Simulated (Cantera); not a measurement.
Source: NASA polynomial tables (part measured, part estimated), evaluated in Cantera. Values are per mole of reaction as written; species without (g) are pure solids or liquids, kept so even where they would boil at 1 bar.

Nb + O2(g) ⇌ NbO2

| T (K) | ΔH° (kJ) | ΔS° (J/K) | ΔG° (kJ) | log10 K |
|---|---|---|---|---|
| 1000 | ___ | ___ | ___ | ___ |
| 1100 | -778.6 | -166.0 | -596.0 | 28.30 |
| 1200 | ___ | ___ | ___ | ___ |
| 1300 | ___ | ___ | ___ | ___ |
| 1400 | ___ | ___ | ___ | ___ |

### Question
Complete the blanks.

### Answer

- 1000, ΔH° (kJ): -784.7
- 1000, ΔS° (J/K): -171.7
- 1000, ΔG° (kJ): -613.0
- 1000, log10 K: 32.02
- 1200, ΔH° (kJ): -775.7
- 1200, ΔS° (J/K): -163.5
- 1200, ΔG° (kJ): -579.5
- 1200, log10 K: 25.23
- 1300, ΔH° (kJ): -773.9
- 1300, ΔS° (J/K): -162.0
- 1300, ΔG° (kJ): -563.2
- 1300, log10 K: 22.63
- 1400, ΔH° (kJ): -772.1
- 1400, ΔS° (J/K): -160.7
- 1400, ΔG° (kJ): -547.1
- 1400, log10 K: 20.41
